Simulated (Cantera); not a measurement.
## Thermodynamics of thermal oxidation and active oxidation of silicon, feed Si + N₂O + H₂

Input: 1 mol Si, 0.065 mol N₂O, 2.5 mol H₂, held at 0.900 Torr.

Method: chemical equilibrium by Gibbs-energy minimisation in Cantera with the NASA 1993 tables (ideal gas, pure condensed phases). Candidate condensed phases: H₂O, Si, SiO₂, Si₂N₂O, Si₃N₄; 35 gas species. Gases not in the tables: Si₂H₆ and higher silanes. Kinetics and transport are ignored.

```tsv
T (K)	log p H₂	log p SiO	log p N₂	log p H	n Si(s)	n Si(l)
1648	-2.94	-4.53	-4.53	-5.52	0.934	0
1673	-2.94	-4.53	-4.53	-5.42	0.934	0
1698	-2.94	-4.53	-4.53	-5.31	0	0.933
1723	-2.95	-4.53	-4.53	-5.21	0	0.933
1748	-2.95	-4.53	-4.53	-5.11	0	0.932
1773	-2.95	-4.53	-4.53	-5.02	0	0.930
1798	-2.95	-4.53	-4.53	-4.93	0	0.928
```
log p: log10 of the partial pressure in bar; n: condensed amount in mol.

From 1648 K to 1673 K the condensed part is Si(s). From 1698 K to 1798 K the condensed part is Si(l). The main Si-bearing gas is SiO throughout.
